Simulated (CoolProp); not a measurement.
R236FA at 323.75 K and 0.0485 MPa flows at 7.2 m/s in a round tube of 10 mm bore and 15 µm roughness, fully developed (64/Re and Nu = 3.66 if laminar; Colebrook and Gnielinski if turbulent). Each further row changes one setting.

Values from CoolProp's reference Helmholtz-energy equation of state, Pan 2012.

```csv
case,Reynolds number,Darcy friction factor,pressure drop (Pa/m),heat-transfer coefficient (W/(m² K)),mass flow (kg/h)
as stated,16700,0.0298,214,72.2,5.64
velocity 14.4 m/s,33400,0.0267,766,132,11.3
diameter 20 mm,33400,0.0249,89.4,61.2,22.6
```

Viscosity comes from a separate model (Huber 2003), an estimate that may be off by 10 % or more. Thermal conductivity comes from a separate model (Huber 2003), an estimate that may be off by 10 % or more.
